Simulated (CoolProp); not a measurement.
Water along the isotherm 535.4 K: density (kg/m³) from the reference equation and from simpler models built on Tc = 647.1 K, pc = 22.06 MPa, ω = 0.344; each cubic takes its own stable root.

Model: reference Helmholtz-energy equation of state, Wagner 2002, in CoolProp.

| p (MPa) | phase | reference | van der Waals | Peng-Robinson |
|---|---|---|---|---|
| 11.1 | liquid | 788.1 | 370.2 | 631.3 |
| 22.2 | liquid | 800.9 | 387.8 | 642.4 |
| 33.3 | liquid | 812.3 | 400.4 | 652.2 |
| 44.4 | liquid | 822.6 | 410.3 | 660.9 |
| 55.6 | liquid | 832.1 | 418.5 | 668.8 |
| 66.7 | liquid | 840.9 | 425.5 | 675.9 |
| 77.8 | liquid | 849.1 | 431.7 | 682.5 |
| 88.9 | liquid | 856.9 | 437.1 | 688.6 |
| 100 | liquid | 864.2 | 442.0 | 694.3 |
